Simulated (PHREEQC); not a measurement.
A PHREEQC speciation (ion-association model, wateq4f.dat) at 20 °C gives pH 2.59 and these molalities:

| species | mol/kgw |
|---|---|
| SO4-2 | 0.0226 |
| Mn+2 | 0.0223 |
| MnSO4 | 0.0127 |
| H+ | 0.00310 |
| HSO4- | 0.00250 |

Task: What are the element totals, and what could have been dissolved in 1 kg of water to give them?

Result: Several could match; the one computed here: totals Mn(2) 0.0350, S(6) 0.0378 mol/kgw, from 2.8 mmol/kgw H2SO4 and 35 mmol/kgw MnSO4.

This is a speciation only: nothing precipitates in the calculation.
